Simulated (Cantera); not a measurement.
Carbon deposition, reforming and gasification: n-butane + O2 + H2

Charge: 1 mol n-butane, 1.6 mol O2, 2.8 mol H2, held at 1.00 bar.

These are equilibrium values from Cantera (NASA tables, ideal gas, pure condensed phases), not measurements of a reactor. Candidate condensed phases: C, C6H6, C7H8, C8H18, H2O; 110 gas species. Equilibrium is a limit: real reactors are often held back by kinetics, nucleation or transport.

| T (°C) | x H2 | x CO | x CH4 | x H2O | x CO2 | n C(graphite) |
|---|---|---|---|---|---|---|
| 875 | 0.694 | 0.282 | 0.0115 | 0.00941 | 0.00324 | 0.813 |
| 925 | 0.699 | 0.287 | 0.00783 | 0.00532 | 0.00160 | 0.790 |
| 975 | 0.702 | 0.289 | 0.00549 | 0.00312 | 0.000824 | 0.783 |
| 1025 | 0.704 | 0.290 | 0.00395 | 0.00190 | 0.000445 | 0.782 |
| 1075 | 0.705 | 0.290 | 0.00290 | 0.00119 | 0.000252 | 0.784 |
| 1125 | 0.706 | 0.291 | 0.00218 | 0.000777 | 0.000148 | 0.786 |
| 1175 | 0.707 | 0.291 | 0.00167 | 0.000521 | 9.04e-5 | 0.788 |
| 1225 | 0.707 | 0.291 | 0.00130 | 0.000359 | 5.72e-5 | 0.790 |
x: gas mole fraction; n: condensed amount in mol.

From 875 °C to 1225 °C the condensed part is C(graphite). The main C-bearing gas is CO throughout.
